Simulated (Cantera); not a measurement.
Charge: 1 mol CF4, 0.013 mol F2, equilibrated at 1375 K and 0.350 bar.

Cantera equilibrium calculation (NASA polynomials, part measured and part estimated; ideal gas, pure solids and liquids). Candidate condensed phases: C; 13 gas species. Gases not in the tables: C2F6 and larger saturated fluorocarbons. Rates play no part.

Base state: CF4 0.975, F 0.0251, F2 0.000100 (mole fractions); condensed: gas only.

Task: What changes in the equilibrium state with this change: temperature from 1375 K to 3300 K?

Result: 
```csv
species,before,after
F,0.0251,0.717
CF2,<1e-9,0.181
CF,<1e-9,0.0934
CF4,0.975,0.000386
C3,<1e-9,0.00428
CF3,<1e-9,0.00181
C,<1e-9,0.00124
C2,<1e-9,0.000717
```

Task: What changes in the equilibrium state with this change: 0.004 mol Cl2 added?

Result: 
```tsv
species	before	after
CF4	0.975	0.974
F	0.0251	0.0178
ClF	0	0.00741
Cl	0	0.000285
Cl2	0	5.20e-5
F2	0.000100	5.05e-5
```
